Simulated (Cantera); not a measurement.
What does this Cantera script print?

```python
import numpy as np
import cantera as ct

gas = ct.Solution("h2o2.yaml")
gas.TPX = 575, 120000, {'H2': 1, 'O2': 0.51, 'N2': 1.43}
flame = ct.FreeFlame(gas, width=0.035)
flame.set_refine_criteria(ratio=3, slope=0.08, curve=0.16)
flame.transport_model = "mixture-averaged"
flame.solve(loglevel=0, auto=True)
flame.transport_model = "multicomponent"
flame.soret_enabled = False
flame.solve(loglevel=0, refine_grid=True)
z, T = flame.grid, flame.T
thick = (T[-1] - T[0]) / np.gradient(T, z).max()
show = ['H2', 'O2', 'OH', 'H2O2', 'O', 'HO2']
print(f"laminar burning velocity  {flame.velocity[0] * 100:.3f} cm/s")
print(f"burnt temperature         {T[-1]:.1f} K")
print(f"thermal thickness         {thick * 1e3:.4f} mm")
print(f"grid points               {len(z)}")
z0 = z[flame.heat_release_rate.argmax()]
print(f"{'z/mm':>9s}{'T/K':>9s}{'u/(m/s)':>9s}" + "".join(f"{s:>11s}" for s in show))
rows = []
for k in (-3, -2, -1.5, -1, -0.5, -0.25, 0, 0.25, 0.5, 1, 2, 4, 8):
    zz = z0 + k * thick
    rows.append([k * thick, np.interp(zz, z, T), np.interp(zz, z, flame.velocity),
                 *(np.interp(zz, z, flame.X[gas.species_index(s)]) for s in show)])
    print(f"{rows[-1][0] * 1e3:9.3f}{rows[-1][1]:9.1f}{rows[-1][2]:9.3f}" + "".join(f"{x:11.3e}" for x in rows[-1][3:]))
```

It prints:

```
laminar burning velocity  859.443 cm/s
burnt temperature         2671.0 K
thermal thickness         0.3321 mm
grid points               131
     z/mm      T/K  u/(m/s)         H2         O2         OH       H2O2          O        HO2
   -0.996    575.0    8.594  3.401e-01  1.735e-01  2.026e-17  1.302e-16  6.869e-16  2.017e-13
   -0.664    575.0    8.594  3.401e-01  1.735e-01  4.966e-15  2.966e-14  1.660e-13  2.909e-11
   -0.498    575.0    8.594  3.401e-01  1.735e-01  1.861e-13  1.031e-12  6.168e-12  9.691e-10
   -0.332    575.0    8.594  3.401e-01  1.735e-01  5.689e-11  2.761e-10  1.221e-09  1.810e-07
   -0.166    586.0    8.733  3.376e-01  1.736e-01  3.653e-05  2.860e-06  5.649e-06  2.359e-04
   -0.083    811.8   11.821  3.038e-01  1.685e-01  1.094e-03  2.352e-05  4.159e-04  2.873e-04
    0.000   1309.6   18.276  1.751e-01  1.201e-01  5.724e-03  7.452e-06  7.905e-03  1.219e-04
    0.083   1652.5   22.707  7.677e-02  5.552e-02  1.549e-02  3.233e-06  1.685e-02  5.034e-05
    0.166   1815.7   24.746  5.999e-02  3.952e-02  2.052e-02  1.839e-06  1.799e-02  3.097e-05
    0.332   1992.6   26.845  5.753e-02  3.377e-02  2.435e-02  9.997e-07  1.599e-02  2.114e-05
    0.664   2178.5   28.954  5.465e-02  2.930e-02  2.675e-02  6.024e-07  1.277e-02  1.408e-05
    1.328   2359.8   30.925  4.916e-02  2.478e-02  2.726e-02  4.348e-07  9.314e-03  9.298e-06
    2.656   2516.0   32.559  4.204e-02  2.063e-02  2.584e-02  3.956e-07  6.362e-03  6.974e-06
```

Cantera simulation using the H2/O2 subset of GRI-Mech 3.0, which has no nitrogen chemistry; the numbers are that mechanism's predictions, not measurements. Burning velocities carry a grid error of a few per cent, more on coarse grids.
